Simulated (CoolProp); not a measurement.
Aqueous lithium chloride as a coolant, 7 % by mass, freezing at -7.7 °C, 1 atm.

Model: Melinder's fits for secondary coolants, in CoolProp.

| T (°C) | density (kg/m³) | cp (kJ/(kg K)) | conductivity (W/(m K)) | Prandtl number |
|---|---|---|---|---|
| -2.4 | … | 3.799 | 0.544 | 16.4 |
| 3.5 | 1041 | 3.802 | 0.554 | 13.4 |
| 9.3 | 1041 | 3.806 | 0.563 | 11.2 |
| 15.1 | … | 3.810 | 0.573 | 9.49 |
| 20.9 | 1038 | 3.815 | 0.582 | 8.15 |
| 26.8 | 1037 | 3.820 | 0.591 | … |
| 32.6 | 1035 | 3.826 | 0.600 | 6.17 |

Complete the blanks.


- -2.4, density (kg/m³): 1042
- 15.1, density (kg/m³): 1040
- 26.8, Prandtl number: 7.06
